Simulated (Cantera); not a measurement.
A Cantera script and its output.

```python
import numpy as np
import cantera as ct

surf = ct.Interface("ptcombust.yaml", "Pt_surf")
gas = surf.adjacent["gas"]
gas.TPX = 725, 220000, {'CO': 0.026, 'O2': 0.014, 'N2': 0.79, 'H2O': 0.031}
surf.TP = 725, 220000
reactor = ct.FlowReactor(gas, clone=False)
reactor.area = 0.0001  # m2
reactor.surface_area_to_volume_ratio = 200  # 1/m
reactor.mass_flow_rate = 0.09 * reactor.area * gas.density  # inlet velocity 0.09 m/s
reactor.energy_enabled = False
wall = ct.ReactorSurface(surf, reactor, clone=False)
net = ct.ReactorNet([reactor])
net.rtol, net.atol = 1e-8, 1e-16
show, cover = ['CO', 'O2', 'H2O', 'CO2'], ['PT(S)', 'H(S)', 'O(S)', 'OH(S)', 'CO(S)', 'C(S)']

rows = []
print(f"{'z/m':>9s}{'u/(m/s)':>9s}" + "".join(f"{s:>13s}" for s in show + cover))
for z in [9.8e-05, 0.00021, 0.00045, 0.00098, 0.0021, 0.0045, 0.0098]:
    net.advance(z)
    rows.append([reactor.speed, *gas[show].X, *surf[cover].coverages])
    print(f"{z:9.4g}{rows[-1][0]:9.3g}" + "".join(f"{x:13.4e}" for x in rows[-1][1:]))
```

Output:

```
      z/m  u/(m/s)           CO           O2          H2O          CO2        PT(S)         H(S)         O(S)        OH(S)        CO(S)         C(S)
  9.8e-05     0.09   3.0154e-02   1.6238e-02   3.6005e-02   4.4053e-05   2.6486e-02   1.6316e-07   1.0289e-03   2.4313e-04   9.7222e-01   1.2537e-11
  0.00021     0.09   3.0104e-02   1.6214e-02   3.6006e-02   9.4406e-05   2.6508e-02   1.6335e-07   1.0290e-03   2.4325e-04   9.7220e-01   1.2545e-11
  0.00045     0.09   2.9998e-02   1.6161e-02   3.6008e-02   2.0233e-04   2.6554e-02   1.6376e-07   1.0293e-03   2.4350e-04   9.7215e-01   1.2563e-11
  0.00098     0.09   2.9763e-02   1.6043e-02   3.6013e-02   4.4079e-04   2.6658e-02   1.6468e-07   1.0299e-03   2.4406e-04   9.7205e-01   1.2604e-11
   0.0021     0.09   2.9266e-02   1.5795e-02   3.6022e-02   9.4528e-04   2.6880e-02   1.6666e-07   1.0312e-03   2.4526e-04   9.7182e-01   1.2690e-11
   0.0045   0.0899   2.8199e-02   1.5262e-02   3.6041e-02   2.0290e-03   2.7378e-02   1.7111e-07   1.0342e-03   2.4795e-04   9.7132e-01   1.2881e-11
   0.0098   0.0898   2.5828e-02   1.4078e-02   3.6085e-02   4.4364e-03   2.8593e-02   1.8207e-07   1.0418e-03   2.5447e-04   9.7009e-01   1.3337e-11
```

Cantera simulation using Deutschmann's 1995 Pt surface mechanism with GRI-Mech 3.0 gas chemistry; the numbers are that mechanism's predictions, not measurements. Catalytic surfaces can have several steady states; this one follows from the mechanism file's or the stated starting coverage. Mass transfer to the wall is taken as infinitely fast.
